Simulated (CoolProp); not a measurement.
Vapour pressure (MPa) of R1233zd(E): the reference equation beside estimates from Tc = 165.7 °C, pc = 3.583 MPa, ω = 0.304. Clausius-Clapeyron is anchored at 71.15 °C with a constant enthalpy of vaporisation of 21.47 kJ/mol.

Values from CoolProp's reference Helmholtz-energy equation of state, Akasaka 2022.

```
T (°C)  reference  Lee-Kesler  Clausius-Clapeyron  van der Waals  Peng-Robinson
------  ---------  ----------  ------------------  -------------  -------------
54.25      0.3328      0.3345                   …         0.9862         0.3315
62.65      0.4210      0.4237              0.4362          1.114         0.4198
71.15      0.5274      0.5311              0.5274          1.254              …
79.55      0.6513      0.6558                   …          1.403         0.6506
87.95      0.7960      0.8011              0.7476          1.562         0.7960
96.45      0.9657      0.9711              0.8812          1.735         0.9668
104.85      1.159           …               1.029          1.916          1.161
113.25      1.379       1.384               1.194          2.109          1.384
121.65      1.630       1.635               1.376          2.314              …
130.15      1.918       1.921               1.580          2.533          1.928
```

What belongs in the gaps?


- 54.25, Clausius-Clapeyron: 0.3581
- 71.15, Peng-Robinson: 0.5263
- 79.55, Clausius-Clapeyron: 0.6306
- 104.85, Lee-Kesler: 1.164
- 121.65, Peng-Robinson: 1.638

Absolute difference from the reference over all 10 rows, mean and median: Lee-Kesler 0.5 and 0.5 %, Clausius-Clapeyron 8.7 and 8.2 %, van der Waals 98.2 and 87.9 %, Peng-Robinson 0.3 and 0.2 %.
